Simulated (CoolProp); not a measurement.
Vapour-liquid equilibrium of C2F6 (R116) (1) + propylene (2) at 744 kPa; x and y are mole fractions of (1).

Values from CoolProp's multi-fluid Helmholtz-energy mixture model, Lemmon 2006 and Lemmon 2013; pair parameters Bell 2016.

```json
[
 {"x": "0.05", "bubble temperature (°C)": "-6.7", "y at the bubble point": "0.352", "dew temperature at overall composition x (°C)": "6.4", "liquid density (mol/L)": "12.89"},
 {"x": "0.125", "bubble temperature (°C)": "-19.1", "y at the bubble point": "0.578", "dew temperature at overall composition x (°C)": "3.4", "liquid density (mol/L)": "12.86"},
 {"x": "0.2", "bubble temperature (°C)": "-24.6", "y at the bubble point": "(withheld)", "dew temperature at overall composition x (°C)": "0.3", "liquid density (mol/L)": "12.62"},
 {"x": "0.275", "bubble temperature (°C)": "-27.0", "y at the bubble point": "0.696", "dew temperature at overall composition x (°C)": "-3.1", "liquid density (mol/L)": "12.30"},
 {"x": "0.35", "bubble temperature (°C)": "-28.2", "y at the bubble point": "0.714", "dew temperature at overall composition x (°C)": "-6.6", "liquid density (mol/L)": "11.95"},
 {"x": "0.425", "bubble temperature (°C)": "-28.9", "y at the bubble point": "0.726", "dew temperature at overall composition x (°C)": "-10.4", "liquid density (mol/L)": "11.61"},
 {"x": "0.5", "bubble temperature (°C)": "-29.4", "y at the bubble point": "0.737", "dew temperature at overall composition x (°C)": "-14.5", "liquid density (mol/L)": "(withheld)"},
 {"x": "0.575", "bubble temperature (°C)": "-29.9", "y at the bubble point": "0.751", "dew temperature at overall composition x (°C)": "-19.0", "liquid density (mol/L)": "11.01"},
 {"x": "0.65", "bubble temperature (°C)": "-30.5", "y at the bubble point": "0.769", "dew temperature at overall composition x (°C)": "-23.9", "liquid density (mol/L)": "10.76"},
 {"x": "0.725", "bubble temperature (°C)": "-31.0", "y at the bubble point": "0.793", "dew temperature at overall composition x (°C)": "-28.8", "liquid density (mol/L)": "10.53"},
 {"x": "0.8", "bubble temperature (°C)": "-31.3", "y at the bubble point": "0.827", "dew temperature at overall composition x (°C)": "-31.1", "liquid density (mol/L)": "10.33"},
 {"x": "0.875", "bubble temperature (°C)": "-31.5", "y at the bubble point": "0.874", "dew temperature at overall composition x (°C)": "-31.5", "liquid density (mol/L)": "(withheld)"},
 {"x": "0.95", "bubble temperature (°C)": "-31.2", "y at the bubble point": "0.941", "dew temperature at overall composition x (°C)": "-31.2", "liquid density (mol/L)": "9.996"}
]
```

Q: Some entries are withheld; supply them.

A: 
- 0.2, y at the bubble point: 0.661
- 0.5, liquid density (mol/L): 11.30
- 0.875, liquid density (mol/L): 10.16

y crosses x between x = 0.8 and 0.875: the model has an azeotrope there.

Pair parameters are fitted to limited data, so mixtures are less certain than the pure fluids. With so large a gap from Raoult's law the liquid may split in two, which this calculation doesn't test in full.
